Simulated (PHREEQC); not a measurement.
Consider water at 25 °C with 0.28 mol FeCl3 per kg of water. Closed to the air; pH follows from the charge balance.

The numbers come from PHREEQC with the ion-association model, phreeqc.dat.

No solid was allowed to form.

Task: Predict the pH.

Result: pH 1.90.

Task: In which forms is Fe present?

Result: FeCl+2 57 %, FeCl2+ 23 %, Fe+3 14 %, FeOH+2 2.8 %, Fe2(OH)2+4 2.6 % of the Fe.

Saturation is exceeded, for instance for Hematite (slow to form), Goethite (slow to form); the values hold only as long as no solid forms. Caution: at this ionic strength the ion-association model is outside its range; a Pitzer model would be the better tool where its parameters exist.
